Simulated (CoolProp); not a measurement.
Properties of R152A along the isobar 130 bar.

Model: reference Helmholtz-energy equation of state, Outcalt 1996, in CoolProp. It is a modified Benedict-Webb-Rubin equation, recast in Helmholtz form.

```json
[
 {"T (°C)": "60.05", "phase": "liquid", "Joule-Thomson coefficient (K/MPa)": "-0.06099", "viscosity (µPa s)": "137", "conductivity (mW/(m K))": "(withheld)"},
 {"T (°C)": "70.95", "phase": "liquid", "Joule-Thomson coefficient (K/MPa)": "0.007023", "viscosity (µPa s)": "(withheld)", "conductivity (mW/(m K))": "92.8"},
 {"T (°C)": "81.85", "phase": "liquid", "Joule-Thomson coefficient (K/MPa)": "0.08970", "viscosity (µPa s)": "112", "conductivity (mW/(m K))": "89.2"},
 {"T (°C)": "92.65", "phase": "liquid", "Joule-Thomson coefficient (K/MPa)": "0.1904", "viscosity (µPa s)": "101", "conductivity (mW/(m K))": "85.7"},
 {"T (°C)": "103.55", "phase": "liquid", "Joule-Thomson coefficient (K/MPa)": "0.3169", "viscosity (µPa s)": "91.2", "conductivity (mW/(m K))": "(withheld)"},
 {"T (°C)": "114.45", "phase": "supercritical", "Joule-Thomson coefficient (K/MPa)": "0.4763", "viscosity (µPa s)": "82.4", "conductivity (mW/(m K))": "(withheld)"},
 {"T (°C)": "125.25", "phase": "supercritical", "Joule-Thomson coefficient (K/MPa)": "0.6769", "viscosity (µPa s)": "74.5", "conductivity (mW/(m K))": "75.7"},
 {"T (°C)": "136.15", "phase": "supercritical", "Joule-Thomson coefficient (K/MPa)": "0.9349", "viscosity (µPa s)": "67.4", "conductivity (mW/(m K))": "72.5"},
 {"T (°C)": "147.05", "phase": "supercritical", "Joule-Thomson coefficient (K/MPa)": "1.260", "viscosity (µPa s)": "61.0", "conductivity (mW/(m K))": "69.4"}
]
```

Fill in the missing entries.


- 60.05, conductivity (mW/(m K)): 96.6
- 70.95, viscosity (µPa s): 124
- 103.55, conductivity (mW/(m K)): 82.2
- 114.45, conductivity (mW/(m K)): 78.9

Viscosity comes from a separate model (Bell 2016), an estimate that may be off by 10 % or more. Thermal conductivity comes from a separate model (Krauss 1996).
